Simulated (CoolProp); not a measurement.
Vapour-liquid equilibrium of n-butane (1) + R245fa (2) at 108 kPa; x and y are mole fractions of (1).

Values from CoolProp's multi-fluid Helmholtz-energy mixture model, Bücker 2006 and Akasaka 2015; pair parameters Bell 2016.

Question: Give the bubble temperature and the first vapour's composition at x = 0.35, 0.65, 0.75. Is there an azeotrope?

Answer: x = 0.35: -4.6 °C, y = 0.666; x = 0.65: -4.8 °C, y = 0.675; x = 0.75: -4.8 °C, y = 0.689. y crosses x between x = 0.65 and 0.75: the model has an azeotrope there.

Pair parameters are fitted to limited data, so mixtures are less certain than the pure fluids. With so large a gap from Raoult's law the liquid may split in two, which this calculation doesn't test in full.
